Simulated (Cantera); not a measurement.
Feed: 1 mol FeS2, 0.42 mol H2, 1.8 mol N2, at 2273 K and 1 atm.

These are equilibrium values from Cantera (NASA tables, ideal gas, pure condensed phases), not measurements of a reactor. FeS: taken at fixed stoichiometry. Kinetics and transport are ignored.

```
species       before    after
-----------  -------  -------
N2             0.662    0.714
H2S           0.0161    0.158
S2             0.165    0.119
H2             0.128  0.00893
SH            0.0177  6.05e-5
Fe           0.00180    <1e-9
H            0.00299  2.43e-9
S            0.00619  2.52e-8
SN           4.22e-5    <1e-9
FeS(l), mol    0.995        0
FeS(s), mol        0     1.00
```
Gas species are given as mole fractions.

### Question
Which change was made?
A. temperature from 2273 K to 1923.15 K
B. temperature from 2273 K to 1100 K
C. H2 from 0.42 to 28 mol
D. temperature from 2273 K to 1973 K

### Answer
B, temperature from 2273 K to 1100 K. Gases not in the tables: S3 to S7
